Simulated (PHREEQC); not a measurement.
Synthetic water in mg/L, 25 °C, pH 3.52, pe 11.8: Na 67.2; K 2.18; Ca 76.8; Mg 19.3; Cl 20.8; S(6) as SO4 390; N(5) as NO3 0.546; Si as SiO2 0.291; Mn(2) 0.133; Cu(2) 16.3.

Valence states are taken as typed.

The numbers come from PHREEQC with the ion-association model, phreeqc.dat.

The ionic strength comes out as 0.0134 mol/kgw. What activity coefficients do HSO4-, Ca+2, NaSO4-, Na+, Mn+2 get?

HSO4- 0.89, Ca+2 0.64, NaSO4- 0.89, Na+ 0.89, Mn+2 0.64.

No solid was allowed to form.
